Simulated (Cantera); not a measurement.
A closed system holds: 1 mol Si2Cl6, 40 mol N2, 10 mol H2, held at 998.15 K and 10.0 mbar.

Method: chemical equilibrium by Gibbs-energy minimisation in Cantera with the NASA 1993 tables (ideal gas, pure condensed phases). Candidate condensed phases: NH4Cl, Si, Si3N4; 28 gas species. The feed counts by its element totals alone. N2 is the only nitrogen source here; it is nearly inert below about 1500 K, so the nitride shown seldom forms there in practice. Rates play no part.

Base state: N2 0.749, H2 0.137, HCl 0.113, SiCl4 0.000697 (mole fractions); condensed: Si3N4(s).

Question: What changes in the equilibrium state with this change: N2 from 40 to 1.3 mol?

Answer: 
| species | before | after |
|---|---|---|
| H2 | 0.137 | 0.610 |
| HCl | 0.113 | 0.338 |
| SiCl4 | 0.000697 | 0.0320 |
| N2 | 0.749 | 0.0191 |
| SiHCl3 | 5.84e-6 | 0.000401 |
| SiCl3 | 2.68e-6 | 8.73e-5 |
| Si3N4(s), mol | 0.655 | 0.528 |
The tables' values for SiCl3 are old estimates; treat these amounts as uncertain.
